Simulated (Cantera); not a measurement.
Input: 1 mol NiS, 180 mol H2, 27 mol N2, at 975 K and 1 atm.

Method: chemical equilibrium by Gibbs-energy minimisation in Cantera with the NASA 1993 tables (ideal gas, pure condensed phases). Candidate condensed phases: Ni, NiS, NiS2, Ni3S2, Ni3S4, S; 17 gas species. Metal and sulfide melt together well below either melting point, which pure phases cannot show. Equilibrium is a limit: real reactors are often held back by kinetics, nucleation or transport.

Base state: H2 0.867, N2 0.130, H2S 0.00248, NH3 0.000204 (mole fractions); condensed: Ni(s) + Ni3S2(s).

What changes in the equilibrium state with this change: temperature from 975 K to 750 K?


```csv
species,before,after
H2,0.867,0.867
N2,0.130,0.130
H2S,0.00248,0.00161
NH3,0.000204,0.00151
"Ni(s), mol",0.268,0
"Ni3S2(s), mol",0.244,0.333
```

What changes in the equilibrium state with this change: temperature from 975 K to 1623.15 K?


```
species          before    after
-------------  --------  -------
H2                0.867    0.865
N2                0.130    0.130
H2S             0.00248  0.00475
NH3            0.000204  1.29e-5
H               1.06e-9  6.39e-5
SH              9.60e-9  6.17e-5
Ni(s), mol        0.268    1.000
Ni3S2(s), mol     0.244        0
```
